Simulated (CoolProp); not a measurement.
n-octane along the isotherm 620 K: fugacity coefficient from the reference equation and from simpler models built on Tc = 568.7 K, pc = 2484 kPa, ω = 0.398; each cubic takes its own stable root.

Computed with CoolProp (reference Helmholtz-energy equation of state, Beckmüller 2019).

| p (kPa) | phase | reference | van der Waals | Redlich-Kwong | Soave-Redlich-Kwong | Peng-Robinson |
|---|---|---|---|---|---|---|
| 39.3 | gas | 0.9958 | 0.9962 | 0.9958 | 0.9961 | 0.9955 |
| 61.1 | gas | 0.9934 | 0.9941 | 0.9935 | 0.9939 | 0.9931 |
| 95.2 | gas | 0.9898 | 0.9908 | 0.9899 | 0.9906 | 0.9892 |
| 148 | gas | 0.9842 | 0.9857 | 0.9843 | 0.9853 | 0.9833 |
| 231 | gas | 0.9753 | 0.9777 | 0.9755 | 0.9772 | 0.9740 |
| 359 | gas | 0.9618 | 0.9654 | 0.9620 | 0.9646 | 0.9598 |
| 560 | gas | 0.9408 | 0.9461 | 0.9411 | 0.9451 | 0.9378 |
| 871 | gas | 0.9089 | 0.9164 | 0.9090 | 0.9153 | 0.9044 |
| 1360 | gas | 0.8599 | 0.8698 | 0.8595 | 0.8694 | 0.8535 |
| 2110 | gas | 0.7875 | 0.7983 | 0.7853 | 0.8009 | 0.7789 |
| 3290 | supercritical | 0.6793 | 0.6802 | 0.6709 | 0.6976 | 0.6699 |
| 5120 | supercritical | 0.5333 | 0.5309 | 0.5242 | 0.5631 | 0.5331 |
| 7980 | supercritical | 0.4116 | 0.4318 | 0.4137 | 0.4520 | 0.4202 |
| 12400 | supercritical | 0.3374 | 0.3848 | 0.3487 | 0.3854 | 0.3492 |
